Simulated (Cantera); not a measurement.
A Cantera script and what it prints.

```python
import numpy as np
import cantera as ct

gas_names = [...]  # 109 gases of nasa_gas.yaml made of C, Cl, H, Si
cond_names = """
    C(gr) C6H6(L) C7H8(L) C8H18(L),n-octa Si(cr) Si(L) SiC(b)
""".split()


# ... load() reads the species with a 1 bar reference pressure and builds the phases ...
atoms = {
    'CH3SiCl3': {'C': 1, 'H': 3, 'Si': 1, 'CL': 3},
    'HCl': {'H': 1, 'CL': 1},
    'H2': {'H': 2},
    'C3H8': {'C': 3, 'H': 8},
}
top_T = {'C(gr)': 4500, 'SiC(b)': 3050}  # K; cautious upper limits of use, not melting points


# ... equilibrate(T, P, feed) seeds the gas with the atoms and calls Mixture.equilibrate('TP', solver="gibbs", rtol=1e-10, max_steps=50000) ...
results = []
feed = {'CH3SiCl3': 1, 'HCl': 0.12, 'H2': 78, 'C3H8': 0.025}  # mol
P = 133.322  # Pa
for T in [1673, 1773, 1873, 1973, 2073, 2173, 2273, 2373, 2473, 2573]:
    mix = equilibrate(T, P, feed)
    results.append((T, P, feed, dict(zip(mix.species_names, mix.species_moles))))
    x = sorted(zip(gas.X, gas.species_names), reverse=True)
    print(f"T = {T:g} K  P = {P:g} Pa  gas = {mix.phase_moles(0):.4g} mol")
    print("   x: " + "  ".join(f"{s} {v:.3e}" for v, s in x if v > 0.0001))
    print("   condensed (mol): " + ("  ".join(f"{mix.phase(i).name} {mix.phase_moles(i):.4g}"
          for i in range(1, mix.n_phases) if mix.phase_moles(i) > 1e-12) or "none"))
```

Result:

```
T = 1673 K  P = 133.322 Pa  gas = 81.35 mol
   x: H2 9.586e-01  HCL 3.811e-02  H 3.054e-03
   condensed (mol): C(gr) 0.07239  SiC(b) 0.9936
T = 1773 K  P = 133.322 Pa  gas = 81.54 mol
   x: H2 9.541e-01  HCL 3.782e-02  H 7.610e-03  CL 2.319e-04  C2H2,acetylene 1.336e-04  SiCL2 1.024e-04
   condensed (mol): C(gr) 0.06479  SiC(b) 0.9882
T = 1873 K  P = 133.322 Pa  gas = 81.96 mol
   x: H2 9.444e-01  HCL 3.726e-02  H 1.718e-02  CL 5.133e-04  C2H2,acetylene 2.947e-04  Si 2.196e-04  SiCL2 1.367e-04
   condensed (mol): C(gr) 0.05784  SiC(b) 0.9677
T = 1973 K  P = 133.322 Pa  gas = 82.84 mol
   x: H2 9.251e-01  HCL 3.622e-02  H 3.554e-02  Si 1.173e-03  CL 1.040e-03  C2H2,acetylene 5.926e-04  SiCL2 1.737e-04
   condensed (mol): C(gr) 0.09442  SiC(b) 0.8727
T = 2073 K  P = 133.322 Pa  gas = 84.68 mol
   x: H2 8.884e-01  H 6.789e-02  HCL 3.434e-02  Si 5.318e-03  CL 1.937e-03  C2H2,acetylene 1.089e-03  SiC2 3.055e-04  SiCL2 2.081e-04  Si2C 1.961e-04  SiCL 1.498e-04  SiH 1.053e-04
   condensed (mol): C(gr) 0.3719  SiC(b) 0.4497
T = 2173 K  P = 133.322 Pa  gas = 87.6 mol
   x: H2 8.313e-01  H 1.205e-01  HCL 3.186e-02  Si 9.651e-03  CL 3.370e-03  C2H2,acetylene 1.834e-03  SiC2 8.359e-04  Si2C 2.375e-04  SiCL 1.698e-04  SiH 1.500e-04  SiCL2 1.101e-04
   condensed (mol): C(gr) 0.5836
T = 2273 K  P = 133.322 Pa  gas = 91.59 mol
   x: H2 7.528e-01  H 1.996e-01  HCL 2.845e-02  Si 9.309e-03  CL 5.447e-03  C2H2,acetylene 2.838e-03  SiC2 1.169e-03  SiH 1.137e-04  SiCL 1.039e-04
   condensed (mol): C(gr) 0.3222
T = 2373 K  P = 133.322 Pa  gas = 97.63 mol
   x: H2 6.464e-01  H 3.075e-01  HCL 2.379e-02  Si 8.567e-03  CL 8.091e-03  C2H2,acetylene 3.833e-03  SiC2 1.454e-03
   condensed (mol): none
T = 2473 K  P = 133.322 Pa  gas = 106.2 mol
   x: H2 5.180e-01  H 4.395e-01  HCL 1.833e-02  CL 1.102e-02  Si 8.020e-03  C2H2,acetylene 3.317e-03  SiC2 1.277e-03  C2H 1.907e-04  C3 1.319e-04
   condensed (mol): none
T = 2573 K  P = 133.322 Pa  gas = 117.1 mol
   x: H 5.806e-01  H2 3.808e-01  CL 1.376e-02  HCL 1.286e-02  Si 7.404e-03  C2H2,acetylene 2.510e-03  SiC2 1.064e-03  C3 3.411e-04  C2H 3.193e-04  C 2.224e-04
   condensed (mol): none
```

These are equilibrium values from Cantera (NASA tables, ideal gas, pure condensed phases), not measurements of a reactor. The feed counts by its element totals alone. The tables' values for SiCl are old estimates; treat these amounts as uncertain. Gases not in the tables: Si2H6 and higher silanes.
